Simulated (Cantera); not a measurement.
## Transport properties of process gases

Gas mixture: 23.1 % CH₄, 46.2 % C₃H₈, 30.8 % C₂H₂, at 0.0263 atm, frozen composition.

Cantera's kinetic-theory transport with the Lennard-Jones parameters of GRI-Mech 3.0, ideal gas; thermal conductivity in the mixture-averaged form. The composition is frozen, though it would react at the higher temperatures.

```
T (K)  ρ (kg/m³)  cp (J/kg/K)  μ (µPa s)  λ (mW/m/K)     Pr  D (cm²/s) H₂  D (cm²/s) CO₂  D (cm²/s) H
-----  ---------  -----------  ---------  ----------  -----  ------------  -------------  -----------
400       0.0257         2128       12.2        36.1  0.719          34.9           6.89         52.2
600       0.0171         2789       17.1        64.6  0.739          69.7           14.5          108
800       0.0129         3298       21.3        93.9  0.750           113           24.2          177
1000      0.0103         3695       25.1         123  0.756           164           35.6          260
1200     0.00857         3982       28.5         150  0.755           222           48.7          354
1400     0.00734         4219       31.7         177  0.755           287           63.3          458
1600     0.00643         4414       34.7         203  0.755           358           79.3          573
1800     0.00571         4572       37.5         227  0.755           435           96.6          698
```
D: mixture-averaged diffusion coefficient of that species in the mixture.
